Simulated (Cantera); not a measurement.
**Equilibrium for abatement and gas-phase synthesis: H₂S + H₂O + N₂**

Input: 1 mol H₂S, 1.9 mol H₂O, a varied amount of N₂, at 848 K and 0.000220 bar.

Equilibrium computed with Cantera from the NASA thermochemical tables; the gas is ideal and each condensed phase is pure. Candidate condensed phases: H₂O, H₂SO₄, S; 35 gas species. Gases not in the tables: S₃ to S₇. Rates play no part.

```csv
n(N₂) (mol),log p N₂,log p H₂O,log p H₂S,log p H₂,log p S₂,log p SO₂,log p S₂O,log p SH
0.91,-4.30,-3.98,-4.39,-4.81,-5.12,-7.18,-8.62,-8.75
2.7,-3.99,-4.14,-4.58,-4.93,-5.24,-7.33,-8.79,-8.87
4.5,-3.88,-4.26,-4.71,-5.02,-5.32,-7.43,-8.91,-8.96
6.3,-3.83,-4.35,-4.81,-5.09,-5.39,-7.51,-9.00,-9.03
8.1,-3.80,-4.43,-4.90,-5.15,-5.45,-7.58,-9.08,-9.08
9.9,-3.78,-4.49,-4.97,-5.20,-5.50,-7.63,-9.14,-9.13
12,-3.76,-4.56,-5.05,-5.25,-5.55,-7.69,-9.21,-9.18
14,-3.74,-4.61,-5.11,-5.29,-5.59,-7.74,-9.26,-9.23
15,-3.74,-4.64,-5.14,-5.31,-5.61,-7.76,-9.28,-9.24
17,-3.73,-4.68,-5.19,-5.34,-5.65,-7.79,-9.33,-9.28
19,-3.72,-4.72,-5.24,-5.37,-5.68,-7.83,-9.37,-9.31
```
log p: log10 of the partial pressure in bar; nothing condenses.

From 0.91 mol N₂ to 19 mol N₂ nothing is condensed.
